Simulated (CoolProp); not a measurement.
A Linde-Hampson liquefier for oxygen: isothermal reversible compression at 290 K from 1 atm to 40 MPa, throttling to 1 atm, return gas leaving the recuperator 2 K below the feed. Each further row changes one setting.

The numbers come from the reference Helmholtz-energy equation of state, Schmidt 1985 in CoolProp.

```json
[
 {"case": "as stated", "liquid yield per pass": "[?]", "compression work (kJ/kg of gas)": "441"},
 {"case": "high pressure 80 MPa", "liquid yield per pass": "0.165", "compression work (kJ/kg of gas)": "[?]"},
 {"case": "warm-end temperature 320 K", "liquid yield per pass": "0.127", "compression work (kJ/kg of gas)": "493"},
 {"case": "warm-end gap 7 K", "liquid yield per pass": "[?]", "compression work (kJ/kg of gas)": "441"}
]
```

Problem. Complete the blanks.

Solution. 
- as stated, liquid yield per pass: 0.166
- high pressure 80 MPa, compression work (kJ/kg of gas): 505
- warm-end gap 7 K, liquid yield per pass: 0.156

Above 300 K oxygen's equation is extrapolated.
